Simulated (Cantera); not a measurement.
A Cantera script and what it prints.

```python
import numpy as np
import cantera as ct

gas_names = """
    H HNO HNO2 HNO3 HO2 H2 H2O H2O2 N NH NH2 NH3 NH2OH NO NO2 NO3 N2 N2H2 N2H4 N2O O OH O2 O3 Si SiH
    SiH2 SiH3 SiH4 SiN SiO SiO2 Si2 Si2N Si3
""".split()
cond_names = """
    H2O(s) H2O(L) Si(cr) Si(L) SiO2(Lqz) SiO2(hqz) SiO2(L) Si2N2O(s) Si3N4(a)
""".split()


def load(file, names, dense=False):
    # The tables refer to 1 bar. Condensed volumes are neglected.
    table = {s.name: s for s in ct.Species.list_from_file(file)}
    out = []
    for n in names:
        d = dict(table[n].input_data)
        d["thermo"] = dict(d["thermo"], **{"reference-pressure": 1e5})
        if dense:
            d["equation-of-state"] = {"model": "constant-volume", "density": "1e6 g/cm^3"}
        out.append(ct.Species.from_dict(d))
    return out


gas = ct.Solution(thermo="ideal-gas", species=load("nasa_gas.yaml", gas_names))
cond = {s.name: ct.Solution(thermo="fixed-stoichiometry", species=[s], name=s.name)
        for s in load("nasa_condensed.yaml", cond_names, dense=True)}
atoms = {
    'Si3N4': {'Si': 3, 'N': 4},
    'H2O': {'H': 2, 'O': 1},
    'N2': {'N': 2},
}
top_T = {'Si2N2O(s)': 2100, 'Si3N4(a)': 2400}  # K; cautious upper limits of use, not melting points


def equilibrate(T, P, feed):
    n = {}
    for name, mol in feed.items():
        for a, k in atoms[name].items():
            n[a] = n.get(a, 0.0) + k * mol
    gas.TPX = T, P, n
    mass = sum(n.values()) * gas.mean_molecular_weight
    gas.equilibrate("TP")
    valid = [c for c in cond.values() if c.min_temp <= T <= top_T.get(c.name, c.max_temp)]
    mix = ct.Mixture([(gas, mass / gas.mean_molecular_weight)] + [(c, 0.0) for c in valid])
    mix.T, mix.P = T, P
    mix.equilibrate("TP", solver="vcs", rtol=1e-11, max_steps=5000)
    return mix


results = []
feed = {'Si3N4': 1, 'H2O': 0.22, 'N2': 17}  # mol
P = 133.322  # Pa
for T in [923, 1073, 1223, 1373, 1523, 1673, 1823, 1973]:
    mix = equilibrate(T, P, feed)
    results.append((T, P, feed, dict(zip(mix.species_names, mix.species_moles))))

top = {s: max(r[3][s] / sum(r[3][g] for g in gas_names) for r in results) for s in gas_names}
cols = sorted((s for s in top if top[s] > 1e-05), key=lambda s: -top[s])[:7]
seen = [c for c in cond_names if any(r[3].get(c, 0) > 1e-12 for r in results)]
print("log10 of partial pressures in bar; condensed amounts in mol")
print(f"{'T/K':>10s}" + "".join(f"{s[:9]:>10s}" for s in cols + seen))
for T, P, feed, n in results:
    ng = sum(n[g] for g in gas_names)
    print(f"{T:10.4g}" + "".join(f"{np.log10(max(n[s] / ng * P / 1e5, 1e-99)):10.3f}" for s in cols)
          + "".join(f"{n.get(c, 0):10.4g}" for c in seen))
```

It prints:

```
log10 of partial pressures in bar; condensed amounts in mol
       T/K        N2        Si        H2       SiO         H      Si2N       SiN     Si(L) Si2N2O(s)  Si3N4(a)
       923    -2.881   -24.059    -4.771   -19.252   -11.997   -30.354   -23.657         0      0.22    0.8533
      1073    -2.881   -18.548    -4.771   -14.608   -10.239   -23.312   -18.776         0      0.22    0.8533
      1223    -2.881   -14.399    -4.771   -11.120    -8.907   -18.014   -15.102         0      0.22    0.8533
      1373    -2.881   -11.166    -4.771    -8.408    -7.863   -13.892   -12.241         0    0.2199    0.8534
      1523    -2.881    -8.577    -4.772    -6.240    -7.022   -10.596    -9.951         0    0.2125    0.8558
      1673    -2.886    -6.456    -4.784    -4.778    -6.336    -7.900    -8.078         0         0     0.925
      1823    -2.887    -5.355    -4.848    -4.823    -5.787    -6.985    -7.181      2.71         0         0
      1973    -2.897    -4.501    -4.910    -4.833    -5.325    -6.376    -6.505     2.277         0         0
```

Cantera equilibrium calculation (NASA polynomials, part measured and part estimated; ideal gas, pure solids and liquids). Mutual solubility and eutectic melting of coexisting phases are not modelled. The tables' values for SiN are old estimates; treat these amounts as uncertain.
